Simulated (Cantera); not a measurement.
A Cantera script and its output.

```python
import numpy as np
import cantera as ct

gas = ct.Solution("h2o2.yaml")
gas.TPX = 875, 46000, {'H2': 1.4, 'O2': 1, 'N2': 1.4}
reactor = ct.IdealGasConstPressureReactor(gas, energy="off", clone=False)
net = ct.ReactorNet([reactor])
net.rtol, net.atol = 1e-08, 1e-18
show = ['H2', 'O2', 'HO2', 'H', 'H2O', 'O', 'H2O2']
times = np.geomspace(8e-06, 20, 11)

steps = ct.SolutionArray(gas, extra=["t"])
rows = []
print(f"{'t/s':>10s}{'T/K':>9s}{'P/Pa':>11s}" + "".join(f"{s:>11s}" for s in show))
for t in times:
    while net.time < t:
        t_next = net.step()
        steps.append(gas.state, t=t_next)
    rows.append([np.interp(t, steps.t, y) for y in (steps.T, steps.P, *steps(*show).X.T)])
    print(f"{t:10.3e}{rows[-1][0]:9.1f}{rows[-1][1]:11.4g}" + "".join(f"{x:11.3e}" for x in rows[-1][2:]))
rate = np.gradient(steps.T, steps.t)
print("integrator steps:", len(steps.t))
if steps.T.max() > steps.T[0] + 200:
    print(f"time of steepest temperature rise: {steps.t[rate.argmax()]:.4e} s")
gas.TPX = 875, 46000, {'H2': 1.4, 'O2': 1, 'N2': 1.4}
gas.equilibrate("TP")
print(f"equilibrium (TP): T = {gas.T:.1f} K  " + "  ".join(f"{s} {gas[s].X[0]:.3e}" for s in show))
```

Result:

```
       t/s      T/K       P/Pa         H2         O2        HO2          H        H2O          O       H2O2
 8.000e-06    875.0    4.6e+04  3.684e-01  2.632e-01  6.397e-12  4.263e-12  5.727e-13  2.788e-13  5.536e-16
 3.490e-05    875.0    4.6e+04  3.684e-01  2.632e-01  4.163e-11  1.471e-11  1.269e-11  1.576e-12  1.443e-14
 1.523e-04    875.0    4.6e+04  3.684e-01  2.632e-01  3.341e-10  3.528e-11  1.762e-10  4.194e-12  4.860e-13
 6.645e-04    875.0    4.6e+04  3.684e-01  2.632e-01  2.099e-09  4.409e-11  1.288e-09  5.298e-12  1.459e-11
 2.899e-03    875.0    4.6e+04  3.684e-01  2.632e-01  1.083e-08  5.698e-11  7.139e-09  6.848e-12  3.401e-10
 1.265e-02    875.0    4.6e+04  3.684e-01  2.632e-01  7.296e-08  1.510e-10  5.695e-08  1.815e-11  8.834e-09
 5.519e-02    875.0    4.6e+04  3.684e-01  2.632e-01  2.731e-06  4.590e-09  3.275e-06  5.518e-10  1.057e-06
 2.408e-01    875.0    4.6e+04  3.665e-01  2.620e-01  4.140e-05  3.695e-07  2.007e-03  4.415e-08  4.756e-04
 1.051e+00    875.0    4.6e+04  3.316e-01  2.458e-01  4.547e-05  2.981e-07  4.393e-02  3.593e-08  1.569e-03
 4.584e+00    875.0    4.6e+04  2.402e-01  2.046e-01  3.943e-05  1.391e-07  1.560e-01  1.897e-08  1.384e-03
 2.000e+01    875.0    4.6e+04  4.316e-02  1.161e-01  2.270e-05  3.939e-08  3.984e-01  1.465e-08  3.896e-04
integrator steps: 1228
equilibrium (TP): T = 875.0 K  H2 2.683e-12  O2 9.677e-02  HO2 9.283e-11  H 1.219e-16  H2O 4.516e-01  O 9.487e-13  H2O2 4.326e-11
```

Computed with Cantera and the H2/O2 subset of GRI-Mech 3.0, which has no nitrogen chemistry. Below about 950 K walls govern HO2 and H2O2 in real vessels. The temperature is held fixed by assumption; the heat of reaction is taken as removed at once.
